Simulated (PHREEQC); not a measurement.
Consider water at 85 °C with 20 mmol/kgw CdCl2 and 59 mmol/kgw HCl. Closed to the air; pH follows from the charge balance.

All values are PHREEQC results (ion-association model, phreeqc.dat), not measurements.

Each row changes one thing in this solution. Precipitation was switched off in this run.

```csv
case,pH,ionic strength (mol/kgw),Cl- (mol/kgw),CdCl+ (mol/kgw),Cd+2 (mol/kgw),CdCl2 (mol/kgw)
as made,1.32,0.0841,0.0797,0.0127,0.00415,0.00287
temperature from 85 to 45 °C,1.31,0.0846,___,0.0129,0.00424,___
HCl left out,5.32,0.0349,___,0.0110,0.00797,0.000990
0.0062 mol/kgw KHF2 added,1.37,0.0842,0.0797,0.0127,0.00415,0.00287
temperature from 85 to 65 °C,1.31,0.0843,0.0799,0.0128,0.00417,0.00281
diluted 100-fold with water,3.25,___,0.000973,1.69e-5,0.000183,7.55e-8
0.0029 mol/kgw KOH added,1.34,0.0841,0.0797,0.0127,0.00415,0.00287
```

Task: Complete the blanks.

Result: 
- temperature from 85 to 45 °C, Cl- (mol/kgw): 0.0801
- temperature from 85 to 45 °C, CdCl2 (mol/kgw): 0.00273
- HCl left out, Cl- (mol/kgw): 0.0269
- diluted 100-fold with water, ionic strength (mol/kgw): 0.00116

Constants without temperature data keep their 25 °C values here.
